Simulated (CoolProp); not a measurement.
Vapour-liquid equilibrium of propane (1) + R245fa (2) at 315.1 K; x and y are mole fractions of (1).

Values from CoolProp's multi-fluid Helmholtz-energy mixture model, Lemmon 2009 and Akasaka 2015; pair parameters Bell 2016.

```csv
x,"bubble pressure, mixture model (bar)","bubble pressure, Raoult's law (bar)","y, mixture model","y, Raoult's law"
0.05,[?],3.254,[?],0.220
0.2,8.555,5.001,0.696,0.573
0.35,[?],6.749,0.768,0.743
0.5,[?],8.496,0.803,0.843
0.65,12.65,10.24,0.835,0.909
0.8,[?],11.99,[?],0.955
0.95,[?],13.74,[?],0.990
```

Q: Fill in the missing entries.

A: 
- 0.05, bubble pressure, mixture model (bar): 4.551
- 0.05, y, mixture model: 0.411
- 0.35, bubble pressure, mixture model (bar): 10.66
- 0.5, bubble pressure, mixture model (bar): 11.81
- 0.8, bubble pressure, mixture model (bar): 13.47
- 0.8, y, mixture model: 0.880
- 0.95, bubble pressure, mixture model (bar): 14.18
- 0.95, y, mixture model: 0.960

The largest gap from Raoult's law is +71.1 % in bubble pressure, at x = 0.2. No azeotrope shows between x = 0.05 and 0.95.

The pair parameters rest on a limited set of measurements; away from them the model extrapolates. With so large a gap from Raoult's law the liquid may split in two, which this calculation doesn't test in full.
